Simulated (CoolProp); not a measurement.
1-butene along the isotherm 525 K: fugacity coefficient from the reference equation and from simpler models built on Tc = 419.3 K, pc = 40.06 bar, ω = 0.192; each cubic takes its own stable root.

Computed with CoolProp (reference Helmholtz-energy equation of state, Lemmon 2005). It is a short technical equation, of lower accuracy than the large ones.

```csv
p (bar),phase,reference
14.3,gas,0.9423
28.6,gas,0.8870
42.9,supercritical,0.8344
57.2,supercritical,0.7846
71.5,supercritical,0.7382
85.8,supercritical,0.6959
100,supercritical,0.6585
114,supercritical,0.6264
129,supercritical,0.5972
143,supercritical,0.5744
157,supercritical,0.5552
172,supercritical,0.5382
186,supercritical,0.5250
200,supercritical,0.5141
```

### Question
How far does each simpler model (van der Waals, Redlich-Kwong, Soave-Redlich-Kwong) lie from the reference over these 14 states: mean and median of the absolute difference, and the worst?

### Answer
- van der Waals: mean 3.3 %, median 3.5 %, worst -5.5 % at 525 K and 114 bar
- Redlich-Kwong: mean 1.6 %, median 1.7 %, worst -2.3 % at 525 K and 114 bar
- Soave-Redlich-Kwong: mean 4.7 %, median 4.7 %, worst +9.2 % at 525 K and 200 bar
